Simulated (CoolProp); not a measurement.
Model: reference Helmholtz-energy equation of state, Zhou 2014, in CoolProp.

Problem. Give the vapour pressure (bar), vapour density (kg/m³), vapour viscosity (µPa s) of saturated cyclohexane at 425.5 K.

Solution. 
```
T (K)  p (bar)  vapour density (kg/m³)  vapour viscosity (µPa s)
-----  -------  ----------------------  ------------------------
425.5     5.80                    15.8                      9.74
```

Viscosity comes from a separate model (Tariq 2014).
